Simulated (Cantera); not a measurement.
HI + H₂ (abatement and gas-phase synthesis)

A closed system holds: 1 mol HI, 4.6 mol H₂, held at 2873 K and 0.0540 bar.

These are equilibrium values from Cantera (NASA tables, ideal gas, pure condensed phases), not measurements of a reactor. Candidate condensed phases: I₂; 5 gas species. Kinetics and transport are ignored.

```
Item                                  Value
--------------------------------  ---------
x(H₂)                                 0.533
x(H)                                  0.330
x(I)                                  0.134
x(HI)                               0.00283
x(I₂)                               1.59e-6
gas amount                        7.294 mol
log10 activity of I₂(l) (absent)      -8.95
```
